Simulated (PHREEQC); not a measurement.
Model water analysis in mg/L, 55 °C, pH 2.89, pe 10.9:

```
constituent  mg/L
-----------  ----
Na            524
K              43
Ca            553
Mg            103
Cl            415
S(6) as SO4  2340
Zn           42.8
```

Na is adjusted to close the charge balance.
Valence states are taken as typed.

The numbers come from PHREEQC with the ion-association model, wateq4f.dat.

The ionic strength comes out as 0.0677 mol/kgw. What activity coefficients do ZnCl+, Zn+2, SO4-2, CaHSO4+, Cl- get?

ZnCl+ 0.79, Zn+2 0.43, SO4-2 0.40, CaHSO4+ 0.79, Cl- 0.78.

This is a speciation only: nothing precipitates in the calculation. Complexes and solids missing from the database can't appear. Away from 25 °C the constants follow the database's enthalpies or fits; those with neither stay at their 25 °C values.
